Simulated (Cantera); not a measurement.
Input (Python, Cantera):

```python
import numpy as np
import cantera as ct

gas = ct.Solution("gri30.yaml")


def delay(T, t_max=10):
    gas.TPX = T, 75000, {'CH3OH': 1, 'O2': 1.67, 'N2': 6.27}
    reactor = ct.IdealGasConstPressureReactor(gas, clone=False)
    net = ct.ReactorNet([reactor])
    net.rtol, net.atol = 1e-8, 1e-16
    while net.time < t_max:
        t_old, T_old = net.time, reactor.T
        net.step()
        if reactor.T > T + 400:  # ignition: a rise of 400 K
            return t_old + (T + 400 - T_old) / (reactor.T - T_old) * (net.time - t_old)
    return np.nan


taus = []
for T in [1023, 1073, 1123, 1173, 1223, 1273, 1323, 1373, 1423]:
    taus.append(delay(T))
    print(f"T0 = {T:6g} K   tau = {taus[-1]:.4e} s")
```

Output:

```
T0 =   1023 K   tau = 3.9539e-01 s
T0 =   1073 K   tau = 1.3265e-01 s
T0 =   1123 K   tau = 4.9196e-02 s
T0 =   1173 K   tau = 1.9955e-02 s
T0 =   1223 K   tau = 8.7759e-03 s
T0 =   1273 K   tau = 4.1551e-03 s
T0 =   1323 K   tau = 2.1058e-03 s
T0 =   1373 K   tau = 1.1366e-03 s
T0 =   1423 K   tau = 6.4995e-04 s
```

Cantera simulation using GRI-Mech 3.0 (53 species, 325 reactions); the numbers are that mechanism's predictions, not measurements. GRI-Mech 3.0 was tuned for natural gas; its chemistry of methanol as a main component is partial and can be far from experiment.
